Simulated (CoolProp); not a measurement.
Properties of cyclopropane along the isotherm 417.4 K (Tc = 398.7 K, pc = 56.05 bar, ω = 0.131).

The numbers come from the reference Helmholtz-energy equation of state, Polt 1992 in CoolProp. This equation is an older, rougher fit; its heat capacities, sound speeds and derivatives of the liquid may be far off and weren't checked against measurements.

```csv
p (bar),phase,density (kg/m³),fugacity coefficient
0.885,gas,1.078,0.9953
1.43,gas,1.747,0.9924
2.31,gas,2.836,0.9877
3.73,gas,4.616,0.9802
6.03,gas,7.560,0.9680
9.75,gas,12.49,0.9485
15.7,gas,20.88,…
25.4,gas,36.15,0.8681
41.1,gas,67.28,…
66.4,supercritical,174.2,0.6610
107,supercritical,402.0,0.4800
173,supercritical,…,0.3564
280,supercritical,…,0.2867
```

Question: Some entries are withheld; supply them.

Answer: 
- 15.7, fugacity coefficient: 0.9176
- 41.1, fugacity coefficient: 0.7895
- 173, density (kg/m³): 465.7
- 280, density (kg/m³): 513.7
